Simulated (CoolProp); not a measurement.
Vapour-liquid equilibrium of propane (1) + isohexane (2) at 7.33 kPa; x and y are mole fractions of (1).

The numbers come from the multi-fluid Helmholtz-energy mixture model, Lemmon 2009 and Lemmon 2006; pair parameters Bell 2016 in CoolProp.

| x | bubble temperature, mixture model (K) | bubble temperature, Raoult's law (K) | y, mixture model | y, Raoult's law |
|---|---|---|---|---|
| 0.05 | (withheld) | 236.5 | 0.890 | 0.873 |
| 0.125 | (withheld) | 218.8 | 0.976 | 0.971 |
| 0.2 | (withheld) | 210.1 | 0.990 | 0.988 |
| 0.275 | (withheld) | 204.5 | (withheld) | 0.994 |
| 0.35 | 198.9 | 200.5 | 0.997 | 0.996 |
| 0.425 | (withheld) | 197.4 | 0.998 | 0.998 |
| 0.5 | (withheld) | 194.9 | 0.998 | 0.998 |
| 0.575 | 192.0 | 192.8 | 0.999 | 0.999 |
| 0.65 | 190.5 | 191.0 | 0.999 | 0.999 |
| 0.725 | (withheld) | 189.4 | 0.999 | 1.000 |
| 0.8 | 187.8 | 188.0 | 1.000 | 1.000 |
| 0.875 | 186.7 | 186.7 | 1.000 | 1.000 |
| 0.95 | 185.6 | 185.6 | 1.000 | 1.000 |

**Question.** Fill in the missing entries.

**Answer.** 
- 0.05, bubble temperature, mixture model (K): 234.5
- 0.125, bubble temperature, mixture model (K): 216.3
- 0.2, bubble temperature, mixture model (K): 207.9
- 0.275, bubble temperature, mixture model (K): 202.6
- 0.275, y, mixture model: 0.995
- 0.425, bubble temperature, mixture model (K): 196.1
- 0.5, bubble temperature, mixture model (K): 193.9
- 0.725, bubble temperature, mixture model (K): 189.1

The largest gap from Raoult's law is -2.5 K in bubble temperature, at x = 0.125. No azeotrope shows between x = 0.05 and 0.95.

The pair parameters rest on a limited set of measurements; away from them the model extrapolates.
